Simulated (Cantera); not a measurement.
**Adiabatic ignition**

An adiabatic, constant-volume homogeneous reactor starts with 2.75 % CH4, 0.660 % C2H6, 0.577 % C3H8, 20.2 % O2, 75.8 % N2, at 1050 K and 10.0 bar.

Model: GRI-Mech 3.0 (53 species, 325 reactions), integrated in Cantera. GRI-Mech 3.0 was tuned for natural gas; its chemistry of propane as a main component is partial and can be far from experiment.

```
t (s)     T (K)  P (bar)   x CH4   x C2H6   x C3H8    x CH3    x O2
--------  -----  -------  ------  -------  -------  -------  ------
2.00e-6    1050     10.0  0.0275  0.00660  0.00577  1.16e-9   0.202
5.73e-6    1050     10.0  0.0275  0.00660  0.00577  3.36e-9   0.202
1.64e-5    1050     10.0  0.0275  0.00660  0.00577  9.43e-9   0.202
4.70e-5    1050     10.0  0.0275  0.00660  0.00577  2.50e-8   0.202
0.000135   1050    10.00  0.0275  0.00660  0.00577  5.95e-8   0.202
0.000385   1050    10.00  0.0275  0.00659  0.00577  1.28e-7   0.202
0.00110    1050     10.0  0.0275  0.00659  0.00577  3.88e-7   0.202
0.00316    1051     10.0  0.0275  0.00655  0.00572  1.89e-6   0.202
0.00906    2437     23.5  <1e-12   <1e-12   <1e-12   <1e-12  0.0910
0.0259     2417     23.3  <1e-12   <1e-12   <1e-12   <1e-12  0.0869
0.0743     2416     23.3  <1e-12   <1e-12   <1e-12   <1e-12  0.0869
0.213      2416     23.3  <1e-12   <1e-12   <1e-12   <1e-12  0.0869
0.610      2416     23.3  <1e-12   <1e-12   <1e-12   <1e-12  0.0869
1.75       2416     23.3  <1e-12   <1e-12   <1e-12   <1e-12  0.0869
5.00       2416     23.3  <1e-12   <1e-12   <1e-12   <1e-12  0.0869
```
x: mole fraction; the columns are a selection and need not sum to one.

The time of steepest temperature rise is 7.39 ms, the temperature at 5.00 s is 2416 K and the equilibrium temperature is 2416 K. The x(CH4) at 5.00 s comes out as <1e-12 (gas-phase equilibrium <1e-12). The x(C2H6) at 5.00 s is <1e-12 (gas-phase equilibrium <1e-12). The x(C3H8) at 5.00 s comes out as <1e-12 (gas-phase equilibrium <1e-12).
